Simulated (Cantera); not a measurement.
An isothermal, constant-pressure homogeneous reactor starts with C₂H₆ : N₂ = 4.8 : 16 (molar parts), at 1825 K and 1100 Pa.

Cantera simulation using GRI-Mech 3.0 (53 species, 325 reactions); the numbers are that mechanism's predictions, not measurements. GRI-Mech 3.0 stops at C3 and has no aromatics, soot or wall deposition, so with more carbon than oxygen in the feed, carbon stays in small species such as C2H2 where larger ones or solid carbon would form. Radical loss at walls, strong at low pressure, is not modelled.

x: mole fraction; the columns are a selection and need not sum to one.

```json
[
 {"t (s)": "0.000600", "x C₂H₆": "0.00170", "x C₂H": "1.74e-5", "x CH₂": "…", "x C₂H₂": "0.0670", "x H": "0.00434", "x HCN": "6.62e-6"},
 {"t (s)": "0.00116", "x C₂H₆": "0.000230", "x C₂H": "1.28e-5", "x CH₂": "…", "x C₂H₂": "0.102", "x H": "0.00264", "x HCN": "8.25e-6"},
 {"t (s)": "0.00224", "x C₂H₆": "7.85e-5", "x C₂H": "8.62e-6", "x CH₂": "…", "x C₂H₂": "0.121", "x H": "0.00167", "x HCN": "8.93e-6"},
 {"t (s)": "0.00432", "x C₂H₆": "3.58e-5", "x C₂H": "6.24e-6", "x CH₂": "…", "x C₂H₂": "0.132", "x H": "0.00119", "x HCN": "9.32e-6"},
 {"t (s)": "0.00834", "x C₂H₆": "1.93e-5", "x C₂H": "4.94e-6", "x CH₂": "…", "x C₂H₂": "0.138", "x H": "0.000936", "x HCN": "9.63e-6"},
 {"t (s)": "0.0161", "x C₂H₆": "1.15e-5", "x C₂H": "4.27e-6", "x CH₂": "…", "x C₂H₂": "0.141", "x H": "0.000817", "x HCN": "9.96e-6"},
 {"t (s)": "0.0311", "x C₂H₆": "7.25e-6", "x C₂H": "4.06e-6", "x CH₂": "…", "x C₂H₂": "0.144", "x H": "0.000787", "x HCN": "1.04e-5"},
 {"t (s)": "0.0600", "x C₂H₆": "4.32e-6", "x C₂H": "4.25e-6", "x CH₂": "…", "x C₂H₂": "0.148", "x H": "0.000835", "x HCN": "1.11e-5"},
 {"t (s)": "0.116", "x C₂H₆": "2.11e-6", "x C₂H": "4.76e-6", "x CH₂": "…", "x C₂H₂": "0.151", "x H": "0.000951", "x HCN": "1.24e-5"},
 {"t (s)": "0.224", "x C₂H₆": "7.52e-7", "x C₂H": "5.69e-6", "x CH₂": "…", "x C₂H₂": "0.154", "x H": "0.00115", "x HCN": "1.47e-5"},
 {"t (s)": "0.432", "x C₂H₆": "1.81e-7", "x C₂H": "7.28e-6", "x CH₂": "…", "x C₂H₂": "0.156", "x H": "0.00149", "x HCN": "1.90e-5"},
 {"t (s)": "0.834", "x C₂H₆": "2.86e-8", "x C₂H": "9.51e-6", "x CH₂": "…", "x C₂H₂": "0.157", "x H": "0.00195", "x HCN": "2.70e-5"},
 {"t (s)": "1.61", "x C₂H₆": "3.75e-9", "x C₂H": "1.11e-5", "x CH₂": "…", "x C₂H₂": "0.158", "x H": "0.00228", "x HCN": "3.76e-5"},
 {"t (s)": "3.11", "x C₂H₆": "6.19e-10", "x C₂H": "1.15e-5", "x CH₂": "…", "x C₂H₂": "0.158", "x H": "0.00236", "x HCN": "4.73e-5"},
 {"t (s)": "6.00", "x C₂H₆": "1.45e-10", "x C₂H": "1.15e-5", "x CH₂": "…", "x C₂H₂": "0.158", "x H": "0.00237", "x HCN": "5.58e-5"}
]
```

Q: Complete the blanks.

A: 
- 0.000600, x CH₂: 0.000150
- 0.00116, x CH₂: 6.24e-5
- 0.00224, x CH₂: 2.84e-5
- 0.00432, x CH₂: 1.49e-5
- 0.00834, x CH₂: 9.08e-6
- 0.0161, x CH₂: 6.30e-6
- 0.0311, x CH₂: 4.89e-6
- 0.0600, x CH₂: 4.10e-6
- 0.116, x CH₂: 3.41e-6
- 0.224, x CH₂: 2.66e-6
- 0.432, x CH₂: 1.88e-6
- 0.834, x CH₂: 1.11e-6
- 1.61, x CH₂: 5.06e-7
- 3.11, x CH₂: 2.15e-7
- 6.00, x CH₂: 1.02e-7
